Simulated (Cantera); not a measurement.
An isothermal, constant-pressure homogeneous reactor starts with H2 : O2 : N2 = 0.044 : 1 : 2.6 (molar parts), equivalence ratio 0.022, at 1075 K and 20.0 Torr.

Cantera simulation using the H2/O2 subset of GRI-Mech 3.0, which has no nitrogen chemistry; the numbers are that mechanism's predictions, not measurements. Radical loss at walls, strong at low pressure, is not modelled.

x: mole fraction; the columns are a selection and need not sum to one.

| t (s) | x H2 | x O2 | x O | x HO2 | x H | x H2O |
|---|---|---|---|---|---|---|
| 3.00e-6 | 0.0121 | 0.274 | <1e-12 | 1.30e-12 | 1.29e-12 | <1e-12 |
| 9.22e-6 | 0.0121 | 0.274 | <1e-12 | 3.99e-12 | 3.87e-12 | <1e-12 |
| 2.83e-5 | 0.0121 | 0.274 | 1.12e-12 | 1.23e-11 | 1.12e-11 | <1e-12 |
| 8.70e-5 | 0.0121 | 0.274 | 9.26e-12 | 3.78e-11 | 2.98e-11 | 1.54e-12 |
| 0.000267 | 0.0121 | 0.274 | 6.87e-11 | 1.17e-10 | 7.74e-11 | 3.16e-11 |
| 0.000821 | 0.0121 | 0.274 | 6.11e-10 | 3.67e-10 | 3.50e-10 | 6.18e-10 |
| 0.00252 | 0.0121 | 0.274 | [?] | 1.82e-9 | 1.51e-8 | 4.62e-8 |
| 0.00775 | 0.00913 | 0.272 | [?] | 2.54e-6 | 0.000803 | 0.00224 |
| 0.0238 | 0.000140 | 0.267 | [?] | 2.05e-6 | 0.000941 | 0.0113 |
| 0.0731 | 3.78e-5 | 0.269 | [?] | 1.31e-6 | 0.000133 | 0.0119 |
| 0.225 | 5.46e-6 | 0.270 | [?] | 5.13e-7 | 7.56e-6 | 0.0121 |
| 0.690 | 6.45e-7 | 0.270 | [?] | 1.28e-7 | 3.38e-7 | 0.0121 |
| 2.12 | 8.97e-8 | 0.270 | [?] | 2.66e-8 | 1.95e-8 | 0.0121 |
| 6.51 | 1.65e-8 | 0.270 | [?] | 5.97e-9 | 1.68e-9 | 0.0121 |
| 20.0 | 3.82e-9 | 0.270 | [?] | 1.58e-9 | 1.98e-10 | 0.0121 |

Problem. Complete the blanks.

Solution. 
- 0.00252, x O: 3.15e-8
- 0.00775, x O: 0.00134
- 0.0238, x O: 0.00416
- 0.0731, x O: 0.00117
- 0.225, x O: 0.000175
- 0.690, x O: 2.20e-5
- 2.12, x O: 3.28e-6
- 6.51, x O: 6.38e-7
- 20.0, x O: 1.53e-7
